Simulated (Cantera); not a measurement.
# CF4 + CH4 + H2 (fluorocarbon and chlorocarbon gases)

Feed: 1 mol CF4, 0.26 mol CH4, 10 mol H2, at 620 Pa.

Method: chemical equilibrium by Gibbs-energy minimisation in Cantera with the NASA 1993 tables (ideal gas, pure condensed phases). Candidate condensed phases: C, C6H6, C7H8, C8H18; 95 gas species. Equilibrium is a limit: real reactors are often held back by kinetics, nucleation or transport.

From 1223 K to 2873 K the condensed part is C(graphite). From 3023 K to 3173 K nothing is condensed. The main C-bearing gas is CH4 at 1223 K and C3 at 3173 K.

| T (K) | x H | x H2 | x HF | x F | x C3 | x C | n C(graphite) |
|---|---|---|---|---|---|---|---|
| 1223 | 3.15e-6 | 0.680 | 0.320 | 3.51e-12 | <1e-12 | <1e-12 | 1.26 |
| 1373 | 3.49e-5 | 0.680 | 0.319 | 1.65e-10 | <1e-12 | <1e-12 | 1.26 |
| 1523 | 0.000242 | 0.680 | 0.319 | 3.68e-9 | <1e-12 | <1e-12 | 1.26 |
| 1673 | 0.00119 | 0.679 | 0.319 | 4.71e-8 | <1e-12 | 1.07e-12 | 1.26 |
| 1823 | 0.00453 | 0.677 | 0.319 | 3.98e-7 | 3.70e-11 | 7.46e-11 | 1.26 |
| 1973 | 0.0140 | 0.668 | 0.317 | 2.45e-6 | 2.28e-9 | 2.72e-9 | 1.25 |
| 2123 | 0.0367 | 0.649 | 0.314 | 1.17e-5 | 7.73e-8 | 5.96e-8 | 1.23 |
| 2273 | 0.0832 | 0.608 | 0.306 | 4.57e-5 | 1.63e-6 | 8.65e-7 | 1.20 |
| 2423 | 0.165 | 0.538 | 0.293 | 0.000153 | 2.33e-5 | 9.00e-6 | 1.14 |
| 2573 | 0.287 | 0.433 | 0.273 | 0.000455 | 0.000241 | 7.12e-5 | 1.05 |
| 2723 | 0.434 | 0.305 | 0.248 | 0.00126 | 0.00192 | 0.000447 | 0.855 |
| 2873 | 0.569 | 0.182 | 0.219 | 0.00334 | 0.0122 | 0.00231 | 0.0842 |
| 3023 | 0.672 | 0.0975 | 0.194 | 0.00861 | 0.0138 | 0.00609 | 0 |
| 3173 | 0.731 | 0.0486 | 0.168 | 0.0210 | 0.0112 | 0.0131 | 0 |
x: gas mole fraction; n: condensed amount in mol.
